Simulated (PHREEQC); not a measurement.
# Nickel, zinc or cadmium bath (model solution)

Make-up at 20 °C: 0.0062 mol/kgw ZnCl2 and 0.00096 mol/kgw NaCl. Closed to the air; pH follows from the charge balance.

Computed with PHREEQC (ion-association model, phreeqc.dat).

Each row changes one thing in this solution. Precipitation was switched off in this run.

```json
[
 {"case": "as made", "pH": "5.70", "ionic strength (mol/kgw)": "0.0193", "SI of Halite (NaCl)": "-6.58"},
 {"case": "ZnCl2 replaced by SrCl2 at the same molality", "pH": "7.07", "ionic strength (mol/kgw)": "(withheld)", "SI of Halite (NaCl)": "-6.58"},
 {"case": "NaCl from 0.00096 to 0.00106 mol/kgw", "pH": "5.70", "ionic strength (mol/kgw)": "0.0194", "SI of Halite (NaCl)": "-6.53"},
 {"case": "ZnCl2 left out", "pH": "7.08", "ionic strength (mol/kgw)": "0.000960", "SI of Halite (NaCl)": "-7.63"},
 {"case": "ZnCl2 from 0.0062 to 0.0124 mol/kgw", "pH": "(withheld)", "ionic strength (mol/kgw)": "0.0375", "SI of Halite (NaCl)": "-6.33"},
 {"case": "temperature from 20 to 85 °C", "pH": "4.92", "ionic strength (mol/kgw)": "0.0177", "SI of Halite (NaCl)": "-6.66"},
 {"case": "NaCl replaced by NaNO3 at the same molality", "pH": "5.70", "ionic strength (mol/kgw)": "0.0194", "SI of Halite (NaCl)": "-6.61"},
 {"case": "0.0004 mol/kgw H2SO4 added", "pH": "3.15", "ionic strength (mol/kgw)": "0.0200", "SI of Halite (NaCl)": "-6.58"},
 {"case": "0.0091 mol/kgw CO2 added", "pH": "4.13", "ionic strength (mol/kgw)": "0.0194", "SI of Halite (NaCl)": "-6.58"}
]
```

Task: Complete the blanks.

Result: 
- ZnCl2 replaced by SrCl2 at the same molality, ionic strength (mol/kgw): 0.0196
- ZnCl2 from 0.0062 to 0.0124 mol/kgw, pH: 5.54

At this temperature some constants are extrapolated from 25 °C, and those without enthalpy data are left unchanged.
